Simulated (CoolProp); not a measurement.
Model: reference Helmholtz-energy equation of state, Fiedler 2023, in CoolProp.

For tetrahydrofuran, give the phase and the speed of sound (m/s), Joule-Thomson coefficient (K/MPa) at 351.9 K and 7.07 MPa.


- 351.9 K and 7.07 MPa: liquid; speed of sound 1070, Joule-Thomson coefficient -0.328
